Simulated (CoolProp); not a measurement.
A simple Rankine cycle with n-hexane: condensing at 315.15 K, boiler at 0.245 MPa, turbine inlet 388 K, turbine efficiency 0.8, pump efficiency 0.6, no recuperator. Each further row changes one setting.

Model: reference Helmholtz-energy equation of state, Thol 2019, in CoolProp.

```csv
case,thermal efficiency (%),net work (kJ/kg),heat in (kJ/kg),turbine exit temperature (K),volume ratio over the turbine
as stated,10.1,…,485,359.2,…
turbine inlet 408 K,9.8,52.1,529,379.5,5.97
condensing temperature 307.15 K,11.4,…,504,…,8.15
boiler pressure 0.171 MPa,8.2,40.1,489,365.4,4.16
turbine efficiency 0.7,8.8,42.8,485,362.3,6.07
```

**Question.** Complete the blanks.

**Answer.** 
- as stated, net work (kJ/kg): 49.0
- as stated, volume ratio over the turbine: 6.01
- condensing temperature 307.15 K, net work (kJ/kg): 57.3
- condensing temperature 307.15 K, turbine exit temperature (K): 354.6
